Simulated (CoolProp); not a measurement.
Dimethyl carbonate along the isotherm 600 K: fugacity coefficient from the reference equation and from simpler models built on Tc = 557.0 K, pc = 49.09 bar, ω = 0.346; each cubic takes its own stable root.

Computed with CoolProp (reference Helmholtz-energy equation of state, Zhou 2011).

```tsv
p (bar)	phase	reference
1.53	gas	0.9916
3.07	gas	0.9832
4.6	gas	0.9748
6.14	gas	0.9665
7.67	gas	0.9582
9.2	gas	0.9500
10.7	gas	0.9420
12.3	gas	0.9334
13.8	gas	0.9255
15.3	gas	0.9175
16.9	gas	0.9091
18.4	gas	0.9012
19.9	gas	0.8934
21.5	gas	0.8850
23	gas	0.8772
24.5	gas	0.8695
```

Task: How far does each simpler model (Redlich-Kwong, Soave-Redlich-Kwong, Peng-Robinson) lie from the reference over these 16 states: mean and median of the absolute difference, and the worst?

Result: 
- Redlich-Kwong: mean 0.1 %, median 0.1 %, worst -0.3 % at 600 K and 24.5 bar
- Soave-Redlich-Kwong: mean 0.3 %, median 0.3 %, worst +0.5 % at 600 K and 24.5 bar
- Peng-Robinson: mean 0.7 %, median 0.7 %, worst -1.2 % at 600 K and 24.5 bar
